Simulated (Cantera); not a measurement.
Charge: 1 mol SiC, 0.0031 mol Si, 3.1 mol N₂, held at 2475 K and 10.0 mbar.

These are equilibrium values from Cantera (NASA tables, ideal gas, pure condensed phases), not measurements of a reactor. Candidate condensed phases: C, Si, SiC, Si₃N₄; 20 gas species. The tables' values for SiN are old estimates; treat these amounts as uncertain. Kinetics and transport are ignored.

Base state: N₂ 0.875, Si 0.0887, SiC₂ 0.0214, Si₂C 0.0119, SiN 0.000869, CN 0.000782, Si₂ 0.000515, Si₂N 0.000177 (mole fractions); condensed: C(graphite) + SiC(s).

Question: What changes in the equilibrium state with this change: temperature from 2475 K to 2423.15 K?

Answer: 
```csv
species,before,after
N₂,0.875,0.929
Si,0.0887,0.0521
SiC₂,0.0214,0.0108
Si₂C,0.0119,0.00608
Si₃,2.03e-5,8.71e-6
C₃,3.36e-5,1.45e-5
"C(graphite), mol",0.282,0.157
"SiC(s), mol",0.521,0.749
```

Question: What changes in the equilibrium state with this change: pressure from 10.0 mbar to 1.30 bar?

Answer: 
```tsv
species	before	after
N₂	0.875	0.999
Si	0.0887	0.000932
Si₂C	0.0119	0.000125
SiC₂	0.0214	0.000121
C₃	3.36e-5	1.02e-7
C	1.18e-5	6.63e-8
C(graphite), mol	0.282	0
SiC(s), mol	0.521	0.998
```

Question: What changes in the equilibrium state with this change: temperature from 2475 K to 2225 K?

Answer: 
```json
[
 {"species": "N₂", "before": "0.875", "after": "0.993"},
 {"species": "Si", "before": "0.0887", "after": "0.00542"},
 {"species": "SiC₂", "before": "0.0214", "after": "0.000572"},
 {"species": "Si₂C", "before": "0.0119", "after": "0.000346"},
 {"species": "Si₃", "before": "2.03e-5", "after": "2.36e-7"},
 {"species": "C₃", "before": "3.36e-5", "after": "3.98e-7"},
 {"species": "SiC", "before": "3.57e-5", "after": "5.13e-7"},
 {"species": "C", "before": "1.18e-5", "after": "2.37e-7"},
 {"species": "Si₂", "before": "0.000515", "after": "1.05e-5"},
 {"species": "C(graphite), mol", "before": "0.282", "after": "0.0132"},
 {"species": "SiC(s), mol", "before": "0.521", "after": "0.982"}
]
```
